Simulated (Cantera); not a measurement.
Input: 1 mol Hg, 0.26 mol O2, 1.7 mol N2, held at 573 K and 0.100 bar.

Equilibrium computed with Cantera from the NASA thermochemical tables; the gas is ideal and each condensed phase is pure. Candidate condensed phases: Hg, HgO; 10 gas species. The numbers say what is thermodynamically allowed, not how fast it happens.

Problem. What is the equilibrium state?

Solution. 
| Property | Result |
|---|---|
| x(N2) | 0.758 |
| x(Hg) | 0.233 |
| x(O2) | 0.00927 |
| n(HgO(s)) | 0.478 mol |
| gas amount | 2.242 mol |
| log10 activity of Hg(l) (absent) | -1.14 |
